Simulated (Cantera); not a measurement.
Cantera run, input and output.

```python
import numpy as np
import cantera as ct

gas = ct.Solution("gri30.yaml")
gas.TPX = 1000, 101325, {'N2O': 1}
reactor = ct.IdealGasConstPressureReactor(gas, energy="off", clone=False)
net = ct.ReactorNet([reactor])
net.rtol, net.atol = 1e-08, 1e-18
show = ['N2O', 'NO', 'O', 'NO2', 'O2', 'N2']
times = np.geomspace(3e-06, 30, 14)

steps = ct.SolutionArray(gas, extra=["t"])
rows = []
print(f"{'t/s':>10s}{'T/K':>9s}{'P/Pa':>11s}" + "".join(f"{s:>11s}" for s in show))
for t in times:
    while net.time < t:
        t_next = net.step()
        steps.append(gas.state, t=t_next)
    rows.append([np.interp(t, steps.t, y) for y in (steps.T, steps.P, *steps(*show).X.T)])
    print(f"{t:10.3e}{rows[-1][0]:9.1f}{rows[-1][1]:11.4g}" + "".join(f"{x:11.3e}" for x in rows[-1][2:]))
rate = np.gradient(steps.T, steps.t)
print("integrator steps:", len(steps.t))
if steps.T.max() > steps.T[0] + 200:
    print(f"time of steepest temperature rise: {steps.t[rate.argmax()]:.4e} s")
gas.TPX = 1000, 101325, {'N2O': 1}
gas.equilibrate("TP")
print(f"equilibrium (TP): T = {gas.T:.1f} K  " + "  ".join(f"{s} {gas[s].X[0]:.3e}" for s in show))
```

Result:

```
       t/s      T/K       P/Pa        N2O         NO          O        NO2         O2         N2
 3.000e-06   1000.0  1.013e+05  1.000e+00  7.811e-11  8.114e-09  4.626e-19  9.381e-10  1.003e-08
 1.037e-05   1000.0  1.013e+05  1.000e+00  7.824e-10  2.162e-08  4.608e-17  9.396e-09  4.081e-08
 3.581e-05   1000.0  1.013e+05  1.000e+00  5.733e-09  3.680e-08  2.471e-15  6.885e-08  1.774e-07
 1.237e-04   1000.0  1.013e+05  1.000e+00  2.683e-08  3.928e-08  5.413e-14  3.223e-07  6.972e-07
 4.275e-04   1000.0  1.013e+05  1.000e+00  1.004e-07  3.929e-08  7.597e-13  1.206e-06  2.502e-06
 1.477e-03   1000.0  1.013e+05  1.000e+00  3.546e-07  3.929e-08  9.468e-12  4.260e-06  8.736e-06
 5.104e-03   1000.0  1.013e+05  1.000e+00  1.233e-06  3.928e-08  1.147e-10  1.481e-05  3.027e-05
 1.763e-02   1000.0  1.013e+05  9.998e-01  4.266e-06  3.928e-08  1.353e-09  5.126e-05  1.047e-04
 6.093e-02   1000.0  1.013e+05  9.994e-01  1.473e-05  3.928e-08  1.567e-08  1.771e-04  3.617e-04
 2.105e-01   1000.0  1.013e+05  9.981e-01  5.074e-05  3.926e-08  1.688e-07  6.114e-04  1.248e-03
 7.273e-01   1000.0  1.013e+05  9.934e-01  1.737e-04  3.916e-08  1.468e-06  2.104e-03  4.298e-03
 2.513e+00   1000.0  1.013e+05  9.776e-01  5.877e-04  3.878e-08  8.250e-06  7.176e-03  1.466e-02
 8.683e+00   1000.0  1.013e+05  9.259e-01  1.922e-03  3.747e-08  3.141e-05  2.373e-02  4.846e-02
 3.000e+01   1000.0  1.013e+05  7.773e-01  5.612e-03  3.352e-08  9.562e-05  7.136e-02  1.457e-01
integrator steps: 665
equilibrium (TP): T = 1000.0 K  N2O 2.773e-09  NO 3.646e-05  O 9.077e-11  NO2 2.479e-06  O2 3.333e-01  N2 6.666e-01
```

Cantera simulation using GRI-Mech 3.0 (53 species, 325 reactions); the numbers are that mechanism's predictions, not measurements. GRI-Mech 3.0 was tuned for natural gas; its chemistry of N2O as a main component is partial and can be far from experiment. The mechanism lacks the step 2 NO + O2 → 2 NO2, which can matter for NO2 below about 1400 K. The temperature is held fixed by assumption; the heat of reaction is taken as removed at once.
